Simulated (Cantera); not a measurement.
**Adiabatic ignition**

An adiabatic, constant-pressure homogeneous reactor starts with CH₃OH : O₂ : N₂ = 1 : 1.15 : 4.34 (molar parts), equivalence ratio 1.3, at 1200 K and 4580 Torr.

Detailed kinetics in Cantera: GRI-Mech 3.0 (53 species, 325 reactions). GRI-Mech 3.0 was tuned for natural gas; its chemistry of methanol as a main component is partial and can be far from experiment.

| t (s) | T (K) | x CH₃OH | x O₂ | x C₂H₆ | x C₂H₂ | x C₂H₄ |
|---|---|---|---|---|---|---|
| 3.00e-6 | 1200 | 0.154 | 0.177 | <1e-12 | <1e-12 | <1e-12 |
| 1.15e-5 | 1200 | 0.154 | 0.177 | 4.06e-12 | <1e-12 | <1e-12 |
| 4.38e-5 | 1200 | 0.154 | 0.177 | 2.58e-11 | <1e-12 | <1e-12 |
| 0.000168 | 1200 | 0.154 | 0.177 | 1.06e-10 | <1e-12 | 3.14e-12 |
| 0.000641 | 1200 | 0.154 | 0.177 | 3.65e-10 | <1e-12 | 1.11e-11 |
| 0.00245 | 2697 | <1e-12 | 0.00160 | <1e-12 | <1e-12 | <1e-12 |
| 0.00936 | 2690 | <1e-12 | 0.00147 | <1e-12 | <1e-12 | <1e-12 |
| 0.0358 | 2690 | <1e-12 | 0.00147 | <1e-12 | <1e-12 | <1e-12 |
| 0.137 | 2690 | <1e-12 | 0.00147 | <1e-12 | <1e-12 | <1e-12 |
| 0.523 | 2690 | <1e-12 | 0.00147 | <1e-12 | <1e-12 | <1e-12 |
| 2.00 | 2690 | <1e-12 | 0.00147 | <1e-12 | <1e-12 | <1e-12 |
x: mole fraction; the columns are a selection and need not sum to one.

```json
{
  "time_of_steepest_temperature_rise": "2.02 ms",
  "temperature at 2.00 s": "2690 K",
  "equilibrium_temperature": "2690 K",
  "x(CH₃OH) at 2.00 s": "<1e-12 (gas-phase equilibrium <1e-12)",
  "x(O₂) at 2.00 s": "0.00147 (gas-phase equilibrium 0.00147)",
  "x(C₂H₆) at 2.00 s": "<1e-12 (gas-phase equilibrium <1e-12)"
}
```
